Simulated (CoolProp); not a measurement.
A closed Brayton cycle with carbon dioxide: compressor inlet 323.15 K and 8.6 MPa, high pressure 21.1 MPa, turbine inlet 995 K, compressor efficiency 0.85, turbine efficiency 0.93, recuperator effectiveness 0.9 (on enthalpy, no pinch check). Each further row changes one setting.

Computed with CoolProp (reference Helmholtz-energy equation of state, Span 1996).

```
case                           thermal efficiency (%)  net work (kJ/kg)  compressor to turbine work  compressor exit (K)  turbine exit (K)
-----------------------------  ----------------------  ----------------  --------------------------  -------------------  ----------------
as stated                                        38.1               108                        0.28                394.3             869.6
turbine inlet 945 K                              37.0               [?]                         [?]                394.3             823.9
compressor inlet 333.15 K                        37.5               101                        0.33                411.3             869.6
high pressure 17.9 MPa                           35.8              90.8                        0.27                381.0               [?]
recuperator effectiveness 0.5                    21.3               108                        0.28                394.3             869.6
```

**Question.** Complete the blanks.

**Answer.** 
- turbine inlet 945 K, net work (kJ/kg): 99.9
- turbine inlet 945 K, compressor to turbine work: 0.30
- high pressure 17.9 MPa, turbine exit (K): 891.9
